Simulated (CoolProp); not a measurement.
Carbonyl sulfide along the isotherm 68.35 °C: Z from the reference equation and from simpler models built on Tc = 105.6 °C, pc = 6.369 MPa, ω = 0.098; each cubic takes its own stable root.

Model: reference Helmholtz-energy equation of state, Lemmon 2006, in CoolProp. It is a short technical equation, of lower accuracy than the large ones.

| p (MPa) | phase | reference | Redlich-Kwong | Peng-Robinson |
|---|---|---|---|---|
| 2.12 | gas | 0.8204 | 0.8253 | 0.8089 |
| 4.25 | liquid | 0.1059 | 0.1220 | 0.1061 |
| 6.37 | liquid | 0.1550 | 0.1750 | 0.1531 |
| 8.49 | liquid | 0.2026 | 0.2257 | 0.1982 |
| 10.6 | liquid | 0.2490 | 0.2745 | 0.2416 |
| 12.7 | liquid | 0.2943 | 0.3217 | 0.2838 |
| 14.9 | liquid | 0.3409 | 0.3700 | 0.3269 |
| 17 | liquid | 0.3847 | 0.4152 | 0.3673 |
| 19.1 | liquid | 0.4280 | 0.4597 | 0.4071 |
| 21.2 | liquid | 0.4707 | 0.5034 | 0.4463 |
| 23.4 | liquid | 0.5150 | 0.5486 | 0.4868 |
| 25.5 | liquid | 0.5568 | 0.5913 | 0.5250 |
| 27.6 | liquid | 0.5982 | 0.6334 | 0.5628 |
| 29.7 | liquid | 0.6393 | 0.6751 | 0.6002 |
| 31.8 | liquid | 0.6801 | 0.7164 | 0.6373 |
